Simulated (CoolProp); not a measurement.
c-C4F8 (RC318) along the isotherm 407.1 K: fugacity coefficient from the reference equation and from simpler models built on Tc = 388.4 K, pc = 2778 kPa, ω = 0.355; each cubic takes its own stable root.

Computed with CoolProp (reference Helmholtz-energy equation of state, Platzer 1990). This equation is an older, rougher fit; its heat capacities, sound speeds and derivatives of the liquid may be far off and weren't checked against measurements.

| p (kPa) | phase | reference | van der Waals | Soave-Redlich-Kwong | Peng-Robinson |
|---|---|---|---|---|---|
| 434 | gas | 0.9566 | 0.9588 | 0.9555 | 0.9501 |
| 868 | gas | 0.9138 | 0.9178 | 0.9118 | 0.9016 |
| 1300 | gas | 0.8715 | 0.8772 | 0.8690 | 0.8547 |
| 1740 | gas | 0.8288 | 0.8357 | 0.8261 | 0.8082 |
| 2170 | gas | 0.7872 | 0.7948 | 0.7846 | 0.7638 |
| 2600 | gas | 0.7454 | 0.7529 | 0.7433 | 0.7202 |
| 3040 | supercritical | 0.7021 | 0.7080 | 0.7010 | 0.6761 |
| 3470 | supercritical | 0.6584 | 0.6590 | 0.6590 | 0.6331 |
| 3910 | supercritical | 0.6129 | 0.6114 | 0.6162 | 0.5901 |
| 4340 | supercritical | 0.5717 | 0.5728 | 0.5779 | 0.5519 |
| 4770 | supercritical | 0.5362 | 0.5408 | 0.5449 | 0.5189 |
| 5210 | supercritical | 0.5054 | 0.5134 | 0.5160 | 0.4900 |
| 5640 | supercritical | 0.4797 | 0.4908 | 0.4917 | 0.4657 |
| 6080 | supercritical | 0.4570 | 0.4711 | 0.4702 | 0.4442 |
| 6510 | supercritical | 0.4379 | 0.4546 | 0.4520 | 0.4258 |
| 6940 | supercritical | 0.4211 | 0.4404 | 0.4360 | 0.4097 |
